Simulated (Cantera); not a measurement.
# Thermodynamics of oxide etching and cleaning by halides, feed CaO + HF + N₂

Feed: 1 mol CaO, 17 mol HF, 22 mol N₂.

Equilibrium computed with Cantera from the NASA thermochemical tables; the gas is ideal and each condensed phase is pure. Candidate condensed phases: Ca, CaF₂, CaO, Ca(OH)₂, H₂O; 47 gas species. Equilibrium is a limit: real reactors are often held back by kinetics, nucleation or transport.

### Question
Map the stable condensed phases over T = 750, 850, 950, 1050, 1150, 1250, 1350, 1450, 1550, 1650 °C and P in Pa = 1, 3.6, 13, 46, 170, 600, 2200, 7700, 28000, 100000.

### Answer
```
T in °C \ P in Pa
              1    3.6     13     46    170    600   2200   7700  28000 100000
   1650       A      A      A      A      A      A      A      B      B      B
   1550       A      A      A      A      A      A      B      B      B      B
   1450       A      A      A      A      A      B      B      B      B      B
   1350       A      A      A      A      B      B      B      B      B      B
   1250       A      A      A      B      B      B      B      B      B      B
   1150       A      B      B      B      B      B      B      B      B      B
   1050       B      B      B      B      B      B      B      B      B      B
    950       B      B      B      B      B      B      B      B      B      B
    850       B      B      B      B      B      B      B      B      B      B
    750       B      B      B      B      B      B      B      B      B      B
```
A: gas only; B: CaF₂.
